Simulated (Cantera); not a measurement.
A perfectly stirred reactor is fed with CO : O2 : H2O : N2 = 0.025 : 0.0046 : 0.031 : 1 (molar parts), equivalence ratio 2.7, at 1200 Torr; it is held at 1423 K, and followed from long to short residence time.

Computed with Cantera and GRI-Mech 3.0 (53 species, 325 reactions).

x: mole fraction; the columns are a selection and need not sum to one.

| τ (s) | x CO | x O2 | x H2O | x H2O2 | x OH | x N2O |
|---|---|---|---|---|---|---|
| 23 | 0.00887 | 1.24e-6 | 0.0233 | 2.25e-11 | 1.78e-6 | 1.21e-10 |
| 7.2 | 0.00888 | 2.24e-6 | 0.0233 | 6.69e-11 | 3.17e-6 | 2.27e-10 |
| 2.2 | 0.00891 | 4.14e-6 | 0.0233 | 2.05e-10 | 5.75e-6 | 4.24e-10 |
| 0.66 | 0.00897 | 7.82e-6 | 0.0233 | 6.31e-10 | 1.05e-5 | 7.96e-10 |
| 0.20 | 0.00907 | 1.51e-5 | 0.0234 | 1.88e-9 | 1.92e-5 | [?] |
| 0.061 | 0.00926 | 3.05e-5 | 0.0236 | 5.33e-9 | 3.50e-5 | [?] |
| 0.019 | 0.00960 | 6.56e-5 | 0.0238 | 1.40e-8 | 6.35e-5 | [?] |
| 0.0057 | 0.0103 | 0.000164 | 0.0242 | 3.55e-8 | 0.000116 | [?] |
| 0.0017 | 0.0117 | 0.000471 | 0.0248 | 8.10e-8 | 0.000205 | [?] |

Problem. Complete the blanks.

Solution. 
- 0.20, x N2O: 1.50e-9
- 0.061, x N2O: 2.85e-9
- 0.019, x N2O: 5.52e-9
- 0.0057, x N2O: 1.14e-8
- 0.0017, x N2O: 2.44e-8
